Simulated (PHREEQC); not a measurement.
Dissolve 0.0055 mol/kgw FeCl3 at 25 °C. It is in equilibrium with CO2 at log p = -3.4 (atm). Otherwise closed; pH follows from the charge balance.

Computed with PHREEQC (ion-association model, wateq4f.dat).

Each row changes one thing in this solution. No solid was allowed to form.

```
case                                                pH  ionic strength (mol/kgw)  HCO3- (mol/kgw)
------------------------------------------------  ----  ------------------------  ---------------
as made                                           2.51                    0.0270          2.28e-9
FeCl3 replaced by (CH3)4NCl at the same molality  5.61                   0.00550          2.64e-6
0.0092 mol/kgw KCl added                          2.53                         ?          2.42e-9
FeCl3 from 0.0055 to 0.00605 mol/kgw              2.49                    0.0299                ?
FeCl3 from 0.0055 to 0.00275 mol/kgw              2.71                    0.0128                ?
FeCl3 replaced by HCl at the same molality        2.29                   0.00550                ?
0.004 mol/kgw Cd(NO3)2 added                      2.52                    0.0360          2.33e-9
```

Task: What belongs in the gaps?

Result: 
- 0.0092 mol/kgw KCl added, ionic strength (mol/kgw): 0.0359
- FeCl3 from 0.0055 to 0.00605 mol/kgw, HCO3- (mol/kgw): 2.16e-9
- FeCl3 from 0.0055 to 0.00275 mol/kgw, HCO3- (mol/kgw): 3.45e-9
- FeCl3 replaced by HCl at the same molality, HCO3- (mol/kgw): 1.27e-9

Species that the database lacks are ignored. Some of these states are supersaturated (in Hematite (slow to form), Goethite (slow to form), for instance).
